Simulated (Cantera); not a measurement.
Feed: 1 mol Si, 1.3 mol HCl, 1.6 mol H2, at 22.0 bar.

Method: chemical equilibrium by Gibbs-energy minimisation in Cantera with the NASA 1993 tables (ideal gas, pure condensed phases). Candidate condensed phases: Si; 19 gas species. The tables' values for SiCl3 are old estimates; treat these amounts as uncertain. Rates play no part.

**Question.** At 848 K, list the 6 most abundant gas species with their mole fractions, and the condensed phases.

**Answer.** H2 0.843, SiHCl3 0.0844, SiCl4 0.0607, SiH2Cl2 0.0103, HCl 0.000985, SiH3Cl 0.000297. Condensed: Si(s).
